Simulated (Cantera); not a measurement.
Thermodynamics of carbon deposition, reforming and gasification, feed CH4 + O2 + H2

A closed system holds: 1 mol CH4, 0.75 mol O2, 63 mol H2, equilibrated at 1248 K and 18.0 bar.

Method: chemical equilibrium by Gibbs-energy minimisation in Cantera with the NASA 1993 tables (ideal gas, pure condensed phases). Candidate condensed phases: C, C6H6, C7H8, C8H18, H2O; 110 gas species. Equilibrium is a limit: real reactors are often held back by kinetics, nucleation or transport.

```
Property                                   Result
--------------------------------------  ---------
x(H2)                                       0.966
x(H2O)                                     0.0189
x(CH4)                                     0.0112
x(CO)                                     0.00423
x(CO2)                                    5.32e-5
gas amount                              64.55 mol
log10 activity of C(graphite) (absent)      -1.22
```
